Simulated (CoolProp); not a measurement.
Hexamethyldisiloxane (MM) along the isobar 0.101 MPa: fugacity coefficient from the reference equation and from simpler models built on Tc = 245.6 °C, pc = 1.931 MPa, ω = 0.418; each cubic takes its own stable root.

Model: reference Helmholtz-energy equation of state, Thol 2016, in CoolProp.

| T (°C) | phase | reference |
|---|---|---|
| 46.45 | liquid | 0.1484 |
| 60.15 | liquid | 0.2560 |
| 73.85 | liquid | 0.4176 |
| 87.55 | liquid | 0.6481 |
| 101.25 | gas | 0.9411 |
| 114.95 | gas | 0.9484 |
| 128.75 | gas | 0.9545 |
| 142.45 | gas | 0.9597 |
| 156.15 | gas | 0.9640 |
| 169.85 | gas | 0.9678 |
| 183.55 | gas | 0.9710 |
| 197.25 | gas | 0.9738 |

Problem. How far does each simpler model (van der Waals, Soave-Redlich-Kwong, Peng-Robinson) lie from the reference over these 12 states: mean and median of the absolute difference, and the worst?

Solution. 
- van der Waals: mean 83.9 %, median 2.0 %, worst +541.8 % at 46.45 °C and 0.101 MPa
- Soave-Redlich-Kwong: mean 0.3 %, median 0.2 %, worst +0.7 % at 101.25 °C and 0.101 MPa
- Peng-Robinson: mean 0.6 %, median 0.2 %, worst +2.3 % at 46.45 °C and 0.101 MPa

At some of these states van der Waals gives the other phase, because its saturation line lies elsewhere.
